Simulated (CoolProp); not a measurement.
Sulfur hexafluoride along the isotherm 249.2 K: density (kg/m³) from the reference equation and from simpler models built on Tc = 318.7 K, pc = 37.55 bar, ω = 0.210; each cubic takes its own stable root.

Computed with CoolProp (reference Helmholtz-energy equation of state, Guder 2009).

| p (bar) | phase | reference |
|---|---|---|
| 0.594 | gas | 4.237 |
| 1.13 | gas | 8.151 |
| 2.13 | gas | 15.70 |
| 4.04 | gas | 31.20 |
| 7.67 | liquid | 1711 |
| 14.5 | liquid | 1717 |
| 27.6 | liquid | 1727 |
| 52.2 | liquid | 1745 |
| 99 | liquid | 1775 |
| 188 | liquid | 1821 |

Problem. How far does each simpler model (van der Waals, Redlich-Kwong, Soave-Redlich-Kwong, Peng-Robinson) lie from the reference over these 10 states: mean and median of the absolute difference, and the worst?

Solution. 
- van der Waals: mean 26.8 %, median 30.8 %, worst -96.4 % at 249.2 K and 7.67 bar
- Redlich-Kwong: mean 13.1 %, median 4.5 %, worst -96.2 % at 249.2 K and 7.67 bar
- Soave-Redlich-Kwong: mean 2.7 %, median 2.5 %, worst -5.9 % at 249.2 K and 7.67 bar
- Peng-Robinson: mean 4.9 %, median 6.9 %, worst +10.2 % at 249.2 K and 188 bar

At some of these states van der Waals, Redlich-Kwong gives the other phase, because its saturation line lies elsewhere.
